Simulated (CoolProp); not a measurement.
Carbon dioxide along the isotherm 319.7 K: Z from the reference equation and from simpler models built on Tc = 304.1 K, pc = 73.77 bar, ω = 0.224; each cubic takes its own stable root.

Model: reference Helmholtz-energy equation of state, Span 1996, in CoolProp.

| p (bar) | phase | reference | Soave-Redlich-Kwong | Peng-Robinson |
|---|---|---|---|---|
| 9.22 | gas | 0.9629 | 0.9632 | 0.9587 |
| 18.4 | gas | 0.9240 | 0.9249 | 0.9161 |
| 27.7 | gas | 0.8825 | 0.8841 | 0.8711 |
| 36.9 | gas | 0.8387 | 0.8413 | 0.8244 |
| 46.1 | gas | 0.7916 | 0.7956 | 0.7750 |
| 55.3 | gas | 0.7403 | 0.7461 | 0.7223 |
| 64.6 | gas | 0.6828 | 0.6911 | 0.6644 |
| 73.8 | supercritical | 0.6179 | 0.6296 | 0.6008 |
| 83 | supercritical | 0.5409 | 0.5580 | 0.5285 |
| 92.2 | supercritical | 0.4458 | 0.4748 | 0.4469 |
| 101 | supercritical | 0.3552 | 0.4064 | 0.3803 |
| 111 | supercritical | 0.3161 | 0.3760 | 0.3483 |
